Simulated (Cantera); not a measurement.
Input: 1 mol TEOS, 3.2 mol H₂O, 15 mol N₂, equilibrated at 975 K and 13300 Pa.

Cantera equilibrium calculation (NASA polynomials, part measured and part estimated; ideal gas, pure solids and liquids). Candidate condensed phases: C, C₆H₆, C₇H₈, C₈H₁₈, H₂O, Si, SiC, SiO₂, Si₂N₂O, Si₃N₄; 151 gas species. The feed counts by its element totals alone. Equilibrium is a limit: real reactors are often held back by kinetics, nucleation or transport.

Base state: N₂ 0.454, H₂ 0.389, CO 0.147, H₂O 0.00459, CO₂ 0.00277, CH₄ 0.00254, NH₃ 1.51e-5 (mole fractions); condensed: C(graphite) + SiO₂(β-quartz).

Q: What changes in the equilibrium state with this change: H₂O from 3.2 to 0.58 mol?

A: 
| species | before | after |
|---|---|---|
| N₂ | 0.454 | 0.536 |
| H₂ | 0.389 | 0.371 |
| CO | 0.147 | 0.0876 |
| CO₂ | 0.00277 | 0.000983 |
| H₂O | 0.00459 | 0.00260 |
| CH₄ | 0.00254 | 0.00230 |
| C(graphite), mol | 2.96 | 5.46 |
| SiO₂(β-quartz), mol | 1.00 | 1.00 |
